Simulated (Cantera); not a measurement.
Feed: 1 mol Si₃N₄, 5.5 mol O₂, 10 mol N₂, held at 9.20 Pa.

Equilibrium computed with Cantera from the NASA thermochemical tables; the gas is ideal and each condensed phase is pure. Candidate condensed phases: Si, SiO₂, Si₂N₂O, Si₃N₄; 16 gas species. The tables hold silica as quartz up to 1696 K and as liquid above; real silica turns to tridymite and cristobalite and melts near 1996 K. The numbers say what is thermodynamically allowed, not how fast it happens.

Task: Which condensed phases are stable at each of these points (T (K)): 700, 850, 1000, 1150, 1300, 1450, 1600, 1750, 1900?

Result: 
```csv
T (K),condensed phases,Si condensed (%)
700,SiO₂(α-quartz),100.0
850,SiO₂(β-quartz),100.0
1000,SiO₂(β-quartz),100.0
1150,SiO₂(β-quartz),100.0
1300,SiO₂(β-quartz),100.0
1450,SiO₂(β-quartz),100.0
1600,SiO₂(β-quartz),100.0
1750,SiO₂(condensed),100.0
1900,SiO₂(condensed),97.3
```

At 700 K the condensed part is SiO₂(α-quartz). From 850 K to 1600 K the condensed part is SiO₂(β-quartz). From 1750 K to 1900 K the condensed part is SiO₂(condensed).
